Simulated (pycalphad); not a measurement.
An equivalent pycalphad script:

```python
from pycalphad import Database, equilibrium, calculate, variables as v
import numpy as np
db = Database('COST507.tdb')
comps = ['AL', 'MG', 'SI', 'VA']
phases = ['ALMG_BETA', 'ALMG_EPS', 'ALMG_GAMMA', 'DIAMOND_A4', 'FCC_A1', 'HCP_A3', 'LIQUID', 'MG2SI']
eq = equilibrium(db, comps, phases, {v.X('MG'): 0.215, v.X('SI'): 0.072, v.T: np.arange(1650, 349, -40), v.P: 101325, v.N: 1}, output=['HM', 'SM'])
```

Source of the numbers: pycalphad with the COST 507 light-alloy database (1999); pressure 1 atm. No gas phase is included, though pure Mg would boil below 1377 °C. The database dates from 1999; later assessments differ in places, in temperatures and in the compounds included. Amounts are mole fractions of atoms. Kinetics are ignored, which matters at the lower temperatures.

Results at three of the temperatures:

```
T = 1170.00 K, P = 101325 Pa, N = 1 mol of atoms
G = -63545 J/mol, H = 34985 J/mol, S = 84.21 J/(mol K)  (SER reference)
chemical potentials (J/mol): Al -58432, Mg -79391, Si -66867
phase             fraction      x(Al)      x(Mg)      x(Si)
LIQUID              1.0000     0.7130     0.2150     0.0720
```

```
T = 690.00 K, P = 101325 Pa, N = 1 mol of atoms
G = -29684 J/mol, H = 6175 J/mol, S = 51.97 J/(mol K)  (SER reference)
chemical potentials (J/mol): Al -24833, Mg -36209, Si -58233
phase             fraction      x(Al)      x(Mg)      x(Si)
FCC_A1              0.7840     0.9094     0.0906    2.8e-06
MG2SI               0.2160       none     0.6667     0.3333
```

```
T = 450.00 K, P = 101325 Pa, N = 1 mol of atoms
G = -18606 J/mol, H = -880 J/mol, S = 39.39 J/(mol K)  (SER reference)
chemical potentials (J/mol): Al -13679, Mg -21565, Si -58566
phase             fraction      x(Al)      x(Mg)      x(Si)
FCC_A1              0.6539     0.9688     0.0312   7.43e-11
MG2SI               0.2160       none     0.6667     0.3333
ALMG_BETA           0.1301     0.6114     0.3886       none
```

Changes of the phase set, refined by bisection:

```json
[
 {"T (°C)": "696.2", "phases above": "liquid", "phases below": "liquid + MG2SI"},
 {"T (°C)": "589.0", "phases above": "liquid + MG2SI", "phases below": "fcc + liquid + MG2SI"},
 {"T (°C)": "528.0", "phases above": "fcc + liquid + MG2SI", "phases below": "fcc + MG2SI"},
 {"T (°C)": "329.9", "phases above": "fcc + MG2SI", "phases below": "ALMG_BETA + fcc + MG2SI"}
]
```

Database names, with the compositions (at.%) that they take in these runs: MG2SI: Mg 67 Si 33; ALMG_BETA: Al 61 Mg 39. FCC_A1 is fcc. An entry "none" or "no" means that the model of the phase leaves that element out.
